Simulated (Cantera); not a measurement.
Feed: 1 mol SF₆, 1.6 mol H₂, 19 mol N₂, held at 30.0 bar.

Method: chemical equilibrium by Gibbs-energy minimisation in Cantera with the NASA 1993 tables (ideal gas, pure condensed phases). Candidate condensed phases: S; 35 gas species. The tables' values for SF₃, S₂F₂ (SSF₂), FS₂F (FSSF) are old estimates; treat these amounts as uncertain. Equilibrium is a limit: real reactors are often held back by kinetics, nucleation or transport. All values below are at 2273 K.

Base state: N₂ 0.806, HF 0.136, SF₂ 0.0269, F 0.0161, SF₃ 0.00833, SF₄ 0.00556, SF 0.000586, S₂F₂ (SSF₂) 0.000499 (mole fractions); condensed: gas only.

### Question
What changes in the equilibrium state with this change: pressure from 30.0 bar to 20.0 bar?

### Answer
| species | before | after |
|---|---|---|
| N₂ | 0.806 | 0.803 |
| HF | 0.136 | 0.135 |
| SF₂ | 0.0269 | 0.0288 |
| F | 0.0161 | 0.0201 |
| S₂ | 9.35e-6 | 1.50e-5 |
| S | 8.57e-6 | 1.33e-5 |
